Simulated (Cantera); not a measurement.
An isothermal, constant-pressure homogeneous reactor starts with H2 : O2 : N2 = 0.022 : 1 : 0.98 (molar parts), equivalence ratio 0.011, at 1275 K and 0.0133 bar. Integrator tolerance rtol = 1e-08.

Cantera simulation using GRI-Mech 3.0 (53 species, 325 reactions); the numbers are that mechanism's predictions, not measurements. Radical loss at walls, strong at low pressure, is not modelled.

Problem. What does this change do: temperature 1275 to 923 K?

Solution. 
| quantity | before | after |
|---|---|---|
| x(H2) at 20.0 s | 7.53e-8 (gas-phase equilibrium 7.54e-9) | 3.18e-9 (gas-phase equilibrium <1e-12) |
| x(O2) at 20.0 s | 0.497 (gas-phase equilibrium 0.497) | 0.497 (gas-phase equilibrium 0.497) |
| x(H) at 20.0 s | 1.74e-8 (gas-phase equilibrium 5.58e-10) | 1.87e-10 (gas-phase equilibrium <1e-12) |
| x(OH) at 20.0 s | 3.00e-5 (gas-phase equilibrium 9.51e-6) | 1.24e-6 (gas-phase equilibrium 2.74e-8) |
| x(NO) at 20.0 s | 1.56e-7 (gas-phase equilibrium 0.000410) | 1.06e-8 (gas-phase equilibrium 1.53e-5) |
Below about 950 K walls govern HO2 and H2O2 in real vessels.

Problem. What does this change do: pressure from 0.0133 bar to 0.00680 bar?

Solution. 
```json
[
 {"quantity": "x(H2) at 20.0 s", "before": "7.53e-8 (gas-phase equilibrium 7.54e-9)", "after": "6.23e-7 (gas-phase equilibrium 1.06e-8)"},
 {"quantity": "x(O2) at 20.0 s", "before": "0.497 (gas-phase equilibrium 0.497)", "after": "0.497 (gas-phase equilibrium 0.497)"},
 {"quantity": "x(H) at 20.0 s", "before": "1.74e-8 (gas-phase equilibrium 5.58e-10)", "after": "4.17e-7 (gas-phase equilibrium 9.25e-10)"},
 {"quantity": "x(OH) at 20.0 s", "before": "3.00e-5 (gas-phase equilibrium 9.51e-6)", "after": "8.61e-5 (gas-phase equilibrium 1.12e-5)"},
 {"quantity": "x(NO) at 20.0 s", "before": "1.56e-7 (gas-phase equilibrium 0.000410)", "after": "1.60e-7 (gas-phase equilibrium 0.000410)"}
]
```

Problem. What does this change do: temperature 1275 to 1225 K?

Solution. 
| quantity | before | after |
|---|---|---|
| x(H2) at 20.0 s | 7.53e-8 (gas-phase equilibrium 7.54e-9) | 4.96e-8 (gas-phase equilibrium 2.89e-9) |
| x(O2) at 20.0 s | 0.497 (gas-phase equilibrium 0.497) | 0.497 (gas-phase equilibrium 0.497) |
| x(H) at 20.0 s | 1.74e-8 (gas-phase equilibrium 5.58e-10) | 1.03e-8 (gas-phase equilibrium 1.46e-10) |
| x(OH) at 20.0 s | 3.00e-5 (gas-phase equilibrium 9.51e-6) | 2.10e-5 (gas-phase equilibrium 5.08e-6) |
| x(NO) at 20.0 s | 1.56e-7 (gas-phase equilibrium 0.000410) | 1.11e-7 (gas-phase equilibrium 0.000288) |
